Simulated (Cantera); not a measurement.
Cantera run:

```python
import numpy as np
import cantera as ct

gas_names = [...]  # 76 gases of nasa_gas.yaml made of C, H
cond_names = """
    C(gr) C6H6(L) C7H8(L) C8H18(L),n-octa
""".split()


# ... load() reads the species with a 1 bar reference pressure and builds the phases ...
atoms = {
    'CH4': {'C': 1, 'H': 4},
    'H2': {'H': 2},
}
top_T = {'C(gr)': 4500}  # K; cautious upper limits of use, not melting points


# ... equilibrate(T, P, feed) seeds the gas with the atoms and calls Mixture.equilibrate('TP', solver="vcs", rtol=1e-11, max_steps=5000) ...
results = []
P = 101325  # Pa
for T in [825, 850, 875, 900, 925, 950, 975, 1000, 1025, 1050]:
    for m in [0.44, 0.59, 0.78, 1, 1.4, 1.8, 2.4, 3.3, 4.3, 5.7]:
        feed = {'CH4': 1, 'H2': m}  # mol
        mix = equilibrate(T, P, feed)
        results.append((T, P, feed, dict(zip(mix.species_names, mix.species_moles))))

for T, P, feed, n in results:
    print(f"{T:7g} {feed['H2']:10.4g}  " + (" + ".join(c for c in cond_names if n.get(c, 0) > 1e-12) or "gas only"))
```

Output:

```
    825       0.44  C(gr)
    825       0.59  C(gr)
    825       0.78  C(gr)
    825          1  C(gr)
    825        1.4  C(gr)
    825        1.8  gas only
    825        2.4  gas only
    825        3.3  gas only
    825        4.3  gas only
    825        5.7  gas only
    850       0.44  C(gr)
    850       0.59  C(gr)
    850       0.78  C(gr)
    850          1  C(gr)
    850        1.4  C(gr)
    850        1.8  C(gr)
    850        2.4  gas only
    850        3.3  gas only
    850        4.3  gas only
    850        5.7  gas only
    875       0.44  C(gr)
    875       0.59  C(gr)
    875       0.78  C(gr)
    875          1  C(gr)
    875        1.4  C(gr)
    875        1.8  C(gr)
    875        2.4  C(gr)
    875        3.3  gas only
    875        4.3  gas only
    875        5.7  gas only
    900       0.44  C(gr)
    900       0.59  C(gr)
    900       0.78  C(gr)
    900          1  C(gr)
    900        1.4  C(gr)
    900        1.8  C(gr)
    900        2.4  C(gr)
    900        3.3  C(gr)
    900        4.3  gas only
    900        5.7  gas only
    925       0.44  C(gr)
    925       0.59  C(gr)
    925       0.78  C(gr)
    925          1  C(gr)
    925        1.4  C(gr)
    925        1.8  C(gr)
    925        2.4  C(gr)
    925        3.3  C(gr)
    925        4.3  C(gr)
    925        5.7  gas only
    950       0.44  C(gr)
    950       0.59  C(gr)
    950       0.78  C(gr)
    950          1  C(gr)
    950        1.4  C(gr)
    950        1.8  C(gr)
    950        2.4  C(gr)
    950        3.3  C(gr)
    950        4.3  C(gr)
    950        5.7  C(gr)
    975       0.44  C(gr)
    975       0.59  C(gr)
    975       0.78  C(gr)
    975          1  C(gr)
    975        1.4  C(gr)
    975        1.8  C(gr)
    975        2.4  C(gr)
    975        3.3  C(gr)
    975        4.3  C(gr)
    975        5.7  C(gr)
   1000       0.44  C(gr)
   1000       0.59  C(gr)
   1000       0.78  C(gr)
   1000          1  C(gr)
   1000        1.4  C(gr)
   1000        1.8  C(gr)
   1000        2.4  C(gr)
   1000        3.3  C(gr)
   1000        4.3  C(gr)
   1000        5.7  C(gr)
   1025       0.44  C(gr)
   1025       0.59  C(gr)
   1025       0.78  C(gr)
   1025          1  C(gr)
   1025        1.4  C(gr)
   1025        1.8  C(gr)
   1025        2.4  C(gr)
   1025        3.3  C(gr)
   1025        4.3  C(gr)
   1025        5.7  C(gr)
   1050       0.44  C(gr)
   1050       0.59  C(gr)
   1050       0.78  C(gr)
   1050          1  C(gr)
   1050        1.4  C(gr)
   1050        1.8  C(gr)
   1050        2.4  C(gr)
   1050        3.3  C(gr)
   1050        4.3  C(gr)
   1050        5.7  C(gr)
```

These are equilibrium values from Cantera (NASA tables, ideal gas, pure condensed phases), not measurements of a reactor.
